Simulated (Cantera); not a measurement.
Source: NASA polynomial tables (part measured, part estimated), evaluated in Cantera. Values are per mole of reaction as written; species without (g) are pure solids or liquids, kept so even where they would boil at 1 bar.

**Question.** Between 1175 and 1675 K, where is each reaction favourable under standard conditions?
- 3 C2H6(g) + NiS ⇌ Ni + H2S(g) + 2 C3H8(g)

**Answer.** 
- 3 C2H6(g) + NiS ⇌ Ni + H2S(g) + 2 C3H8(g): ΔG° is 69 kJ at 1175 K and 66 kJ at 1675 K; it stays positive (K < 1). ΔH° is 68 kJ and ΔS° 1 J/K at 1675 K.
